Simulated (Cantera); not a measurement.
Charge: 1 mol Mg(OH)₂, 1.6 mol H₂O, equilibrated at 1650 K and 7.50 Torr.

Method: chemical equilibrium by Gibbs-energy minimisation in Cantera with the NASA 1993 tables (ideal gas, pure condensed phases). Candidate condensed phases: H₂O, Mg, MgO, Mg(OH)₂; 15 gas species. Rates play no part.

Base state: H₂O 0.995, H₂ 0.00313, O₂ 0.00139, OH 0.000730, H 5.08e-5 (mole fractions); condensed: MgO(s).

### Question
What changes in the equilibrium state with this change: temperature from 1650 K to 1198.15 K?

### Answer
```
species        before    after
-----------  --------  -------
H₂O             0.995    1.000
H₂            0.00313  3.15e-5
O₂            0.00139  1.51e-5
H             5.08e-5  1.07e-8
OH           0.000730  2.69e-6
MgO(s), mol     1.000     1.00
```

### Question
What changes in the equilibrium state with this change: Mg(OH)₂ replaced by LiOH?

### Answer
```json
[
 {"species": "H₂O", "before": "0.995", "after": "0.613"},
 {"species": "LiOH", "before": "0", "after": "0.381"},
 {"species": "H₂", "before": "0.00313", "after": "0.00212"},
 {"species": "Li", "before": "0", "after": "0.000921"},
 {"species": "Li₂O", "before": "0", "after": "0.000740"},
 {"species": "Li₂(OH)₂", "before": "0", "after": "0.000303"},
 {"species": "MgO(s), mol", "before": "1.000", "after": "0"}
]
```
Further candidate phases: Li, LiH, LiOH, Li₂O.

### Question
What changes in the equilibrium state with this change: temperature from 1650 K to 1948 K?

### Answer
```csv
species,before,after
H₂O,0.995,0.962
H₂,0.00313,0.0201
O₂,0.00139,0.00852
Mg(OH)₂,1.29e-6,2.46e-5
Mg,1.07e-8,1.48e-5
O,9.66e-6,0.000410
H,5.08e-5,0.00160
OH,0.000730,0.00694
"MgO(s), mol",1.000,1.000
```
